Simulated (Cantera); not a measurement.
Nitride etching: Si₃N₄ + O₂

Feed: 1 mol Si₃N₄, a varied amount of O₂, at 1577 °C and 0.120 Torr.

These are equilibrium values from Cantera (NASA tables, ideal gas, pure condensed phases), not measurements of a reactor. Candidate condensed phases: Si, SiO₂, Si₂N₂O, Si₃N₄; 16 gas species. The tables' values for SiN, SiO₂ are old estimates; treat these amounts as uncertain. The tables hold silica as quartz up to 1696 K and as liquid above; real silica turns to tridymite and cristobalite and melts near 1996 K. The numbers say what is thermodynamically allowed, not how fast it happens.

At 1.3 mol O₂ the condensed part is Si(l). From 3 mol O₂ to 19 mol O₂ the condensed part is SiO₂(condensed). The main Si-bearing gas is SiO throughout.

```tsv
n(O₂) (mol)	x N₂	x O₂	x SiO	x Si	x O	x NO	n Si(l)	n SiO₂(condensed)
1.3	0.417	<1e-12	0.542	0.0403	9.35e-12	4.77e-12	0.201	0
3	0.991	0.00202	0.00527	5.34e-12	0.000686	0.000540	0	2.99
4.8	0.520	0.463	0.000348	<1e-12	0.0104	0.00592	0	3.00
6.5	0.358	0.623	0.000300	<1e-12	0.0120	0.00570	0	3.00
8.3	0.269	0.712	0.000281	<1e-12	0.0129	0.00528	0	3.00
10	0.218	0.763	0.000271	<1e-12	0.0133	0.00492	0	3.00
12	0.178	0.803	0.000264	<1e-12	0.0137	0.00456	0	3.00
13	0.163	0.818	0.000262	<1e-12	0.0138	0.00440	0	3.00
15	0.140	0.842	0.000258	<1e-12	0.0140	0.00413	0	2.99
17	0.122	0.860	0.000256	<1e-12	0.0141	0.00390	0	2.99
19	0.108	0.873	0.000254	<1e-12	0.0142	0.00371	0	2.99
```
x: gas mole fraction; n: condensed amount in mol.
